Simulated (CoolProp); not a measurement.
Vapour-liquid equilibrium of carbon dioxide (1) + ethane (2) at -21.95 °C; x and y are mole fractions of (1).

Values from CoolProp's multi-fluid Helmholtz-energy mixture model, Span 1996 and Bücker 2006; pair parameters Kunz 2012.

```csv
x,bubble pressure (bar),y at the bubble point,dew pressure at overall composition x (bar),liquid density (mol/L)
0.05,14.80,0.114,14.03,14.97
0.125,16.57,0.244,14.94,15.20
0.2,18.06,0.341,15.95,15.46
0.275,19.26,0.417,17.04,15.77
0.35,20.20,0.478,18.20,16.12
0.425,20.91,0.531,19.39,16.55
0.5,21.41,0.576,20.51,17.06
0.575,21.73,0.618,21.40,17.66
0.65,21.87,0.659,21.86,18.38
0.725,21.83,0.702,21.73,19.23
0.8,21.56,0.752,21.11,20.22
0.875,20.95,0.815,20.22,21.37
0.95,19.80,0.907,19.22,22.67
```

y crosses x between x = 0.65 and 0.725: the model has an azeotrope there.

Pair parameters are fitted to limited data, so mixtures are less certain than the pure fluids.
